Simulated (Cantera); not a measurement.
Input: 1 mol BN, 0.65 mol H2O, 1.2 mol H2, at 0.0500 bar.

These are equilibrium values from Cantera (NASA tables, ideal gas, pure condensed phases), not measurements of a reactor. Candidate condensed phases: B, BN, B2O3, B3O3H3, H2O; 39 gas species. Mutual solubility and eutectic melting of coexisting phases are not modelled. Kinetics and transport are ignored.

Task: What share of the B ends up in condensed phases as a function of T (°C), at 602, 752, 902, 1052, 1202, 1352, 1502, 1652, 1802?

Result: 
| T (°C) | B condensed (%) | as |
|---|---|---|
| 602 | 100.0 | BN(s) + B2O3(l) |
| 752 | 100.0 | BN(s) + B2O3(l) |
| 902 | 100.0 | BN(s) + B2O3(l) |
| 1052 | 99.8 | BN(s) + B2O3(l) |
| 1202 | 99.1 | BN(s) + B2O3(l) |
| 1352 | 93.9 | BN(s) + B2O3(l) |
| 1502 | 54.8 | BN(s) + B2O3(l) |
| 1652 | 44.6 | BN(s) |
| 1802 | 37.8 | BN(s) |
